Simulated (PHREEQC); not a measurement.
## City or well water (model solution)

Model water analysis in mg/kgw, 20 °C, pH 7.72, pe 12.5:

| constituent | mg/kgw |
|---|---|
| Na | 45 |
| K | 2.11 |
| Ca | 30.4 |
| Mg | 13.8 |
| Cl | 82.8 |
| S(6) as SO4 | 77.6 |
| Alkalinity as HCO3 | 45.1 |
| Zn | 0.0506 |
| Pb | 0.958 |

Valence states are taken as typed.

All values are PHREEQC results (ion-association model, phreeqc.dat), not measurements.

Precipitation was switched off in this run.

Task: Estimate the specific conductance, charge-balance error.

Result: specific conductance 463 µS/cm; charge-balance error -0.2 %.

Task: In which forms is Mg present?

Result: Mg+2 92 %, MgSO4 7.1 %, MgHCO3+ 0.5 % of the Mg.

Examples of supersaturated solids here: Cerussite, Pb(OH)2. Others may be too. The database's zinc carbonate complexes are estimates, stronger than later reviews accept.
